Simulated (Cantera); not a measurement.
An adiabatic, constant-volume homogeneous reactor starts with H2 : O2 : N2 = 1 : 0.781 : 2.94 (molar parts), at 1525 K and 7.20 bar. Integrator tolerance rtol = 1e-08.

Detailed kinetics in Cantera: the H2/O2 subset of GRI-Mech 3.0, which has no nitrogen chemistry. The hydrogen kinetics of GRI-Mech 3.0 are dated; newer H2 mechanisms differ, most at raised pressure.

Question: How do the results move with these cheaper or finer settings: rtol 1e-08 to 0.0001; full GRI-Mech 3.0 in place of its H2/O2 subset?

Answer: 
```
setting                                         time of steepest temperature rise  temperature at 0.400 s  equilibrium temperature  x(H2) at 0.400 s  integrator steps
----------------------------------------------  ---------------------------------  ----------------------  -----------------------  ----------------  ----------------
as above                                                                  1.81 µs                  2997 K                   2997 K            0.0104               897
rtol 1e-08 to 0.0001                                                      1.81 µs                  2997 K                   2997 K            0.0104               350
full GRI-Mech 3.0 in place of its H2/O2 subset                            1.81 µs                  2966 K                   2966 K            0.0103              1093
```
